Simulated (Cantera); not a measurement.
An adiabatic, constant-pressure homogeneous reactor starts with 4.88 % CO, 5.37 % H₂, 1.42 % CH₄, 18.5 % O₂, 69.8 % N₂, equivalence ratio 0.43, at 1500 K and 0.550 bar.

Cantera simulation using GRI-Mech 3.0 (53 species, 325 reactions); the numbers are that mechanism's predictions, not measurements.

### Question
Predict: time of steepest temperature rise; temperature at 3.00 s; equilibrium temperature; x(CO) at 3.00 s; x(H₂) at 3.00 s; x(O) at 3.00 s; x(CO₂) at 3.00 s.

### Answer
```json
{
  "time_of_steepest_temperature_rise": "49.1 µs",
  "temperature at 3.00 s": "2397 K",
  "equilibrium_temperature": "2397 K",
  "x(CO) at 3.00 s": "0.00533 (gas-phase equilibrium 0.00533)",
  "x(H₂) at 3.00 s": "0.00119 (gas-phase equilibrium 0.00119)",
  "x(O) at 3.00 s": "0.00372 (gas-phase equilibrium 0.00372)",
  "x(CO₂) at 3.00 s": "0.0605 (gas-phase equilibrium 0.0605)"
}
```
